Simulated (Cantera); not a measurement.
# Adiabatic ignition

An adiabatic, constant-volume homogeneous reactor starts with 3.18 % CH₄, 17.2 % O₂, 64.6 % N₂, 15.0 % H₂O, equivalence ratio 0.37, at 1173 K and 0.240 bar.

Cantera simulation using GRI-Mech 3.0 (53 species, 325 reactions); the numbers are that mechanism's predictions, not measurements.

| t (s) | T (K) | P (bar) | x CH₄ | x O₂ | x H₂O | x NO | x CH₂ |
|---|---|---|---|---|---|---|---|
| 3.00e-6 | 1173 | 0.240 | 0.0318 | 0.172 | 0.150 | <1e-12 | <1e-12 |
| 1.33e-5 | 1173 | 0.240 | 0.0318 | 0.172 | 0.150 | <1e-12 | <1e-12 |
| 5.92e-5 | 1173 | 0.240 | 0.0318 | 0.172 | 0.150 | <1e-12 | <1e-12 |
| 0.000263 | 1173 | 0.240 | 0.0318 | 0.172 | 0.150 | <1e-12 | <1e-12 |
| 0.00117 | 1173 | 0.240 | 0.0318 | 0.172 | 0.150 | <1e-12 | <1e-12 |
| 0.00520 | 1173 | 0.240 | 0.0318 | 0.172 | 0.150 | <1e-12 | <1e-12 |
| 0.0231 | 1173 | 0.240 | 0.0318 | 0.172 | 0.150 | <1e-12 | <1e-12 |
| 0.103 | 1176 | 0.241 | 0.0314 | 0.172 | 0.150 | <1e-12 | 1.19e-11 |
| 0.456 | 1991 | 0.408 | <1e-12 | 0.108 | 0.211 | 0.000187 | <1e-12 |
| 2.03 | 1989 | 0.407 | <1e-12 | 0.107 | 0.211 | 0.00112 | <1e-12 |
| 9.00 | 1982 | 0.406 | <1e-12 | 0.106 | 0.211 | 0.00358 | <1e-12 |
x: mole fraction; the columns are a selection and need not sum to one.

```json
{
  "time_of_steepest_temperature_rise": "0.173 s",
  "temperature at 9.00 s": "1982 K",
  "equilibrium_temperature": "1980 K",
  "x(CH₄) at 9.00 s": "<1e-12 (gas-phase equilibrium <1e-12)",
  "x(O₂) at 9.00 s": "0.106 (gas-phase equilibrium 0.105)",
  "x(H₂O) at 9.00 s": "0.211 (gas-phase equilibrium 0.211)"
}
```
